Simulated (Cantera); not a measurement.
## n-butane + CO2 + N2 (carbon deposition, reforming and gasification)

Charge: 1 mol n-butane, 0.26 mol CO2, 2.8 mol N2, held at 2423.15 K and 18.0 Pa.

Equilibrium computed with Cantera from the NASA thermochemical tables; the gas is ideal and each condensed phase is pure. Candidate condensed phases: C, C6H6, C7H8, C8H18, H2O; 136 gas species. Equilibrium is a limit: real reactors are often held back by kinetics, nucleation or transport.

```json
{
  "x(H)": "0.535",
  "x(N2)": "0.238",
  "x(H2)": "0.164",
  "x(CO)": "0.0456",
  "x(HCN)": "0.0115",
  "x(CN)": "0.00194",
  "x(C2H2 (acetylene))": "0.00127",
  "x(HNC)": "0.00123",
  "x(C3)": "0.000803",
  "n(C(graphite))": "3.51 mol",
  "gas_amount": "11.39 mol"
}
```
